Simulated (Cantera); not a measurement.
A closed system holds: 1 mol Fe2O3, 0.19 mol Cl2, 1.4 mol O2, at 1700 K and 2.50 bar.

Method: chemical equilibrium by Gibbs-energy minimisation in Cantera with the NASA 1993 tables (ideal gas, pure condensed phases). Candidate condensed phases: Fe, FeCl2, FeCl3, FeO, Fe2O3, Fe3O4; 13 gas species. Kinetics and transport are ignored.

Base state: O2 0.884, FeCl2 0.0490, Cl2 0.0296, Cl 0.0209, FeCl3 0.0159, ClO 0.000609, Fe2Cl4 6.38e-5, O 2.66e-5 (mole fractions); condensed: Fe2O3(s).

### Question
What changes in the equilibrium state with this change: O2 from 1.4 to 0.45 mol?

### Answer
```tsv
species	before	after
O2	0.884	0.747
FeCl2	0.0490	0.111
Cl2	0.0296	0.0594
FeCl3	0.0159	0.0513
Cl	0.0209	0.0296
Fe2Cl6	1.87e-6	1.95e-5
Fe2Cl4	6.38e-5	0.000331
ClO	0.000609	0.000793
O	2.66e-5	2.44e-5
Fe2O3(s), mol	0.946	0.941
```
